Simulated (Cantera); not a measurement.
Input: 1 mol Si, 0.65 mol NF3, 33 mol N2, 7.2 mol Cl2, at 1227 °C and 1.60 Pa.

Method: chemical equilibrium by Gibbs-energy minimisation in Cantera with the NASA 1993 tables (ideal gas, pure condensed phases). Candidate condensed phases: Si, Si3N4; 24 gas species. The tables' values for SiCl3, SiF3, SiF2 are old estimates; treat these amounts as uncertain. Rates play no part.

Base state: N2 0.708, Cl 0.271, SiF4 0.00969, SiCl4 0.00544, SiCl2 0.00296, SiCl3 0.00225, SiF3 0.000850, Cl2 0.000344 (mole fractions); condensed: gas only.

Problem. What changes in the equilibrium state with this change: Cl2 from 7.2 to 3.2 mol?

Solution. 
```csv
species,before,after
N2,0.708,0.846
Cl,0.271,0.129
SiF4,0.00969,0.0110
SiCl2,0.00296,0.00704
Cl2,0.000344,7.78e-5
SiF2,4.25e-5,0.000147
SiF3,0.000850,0.00169
```
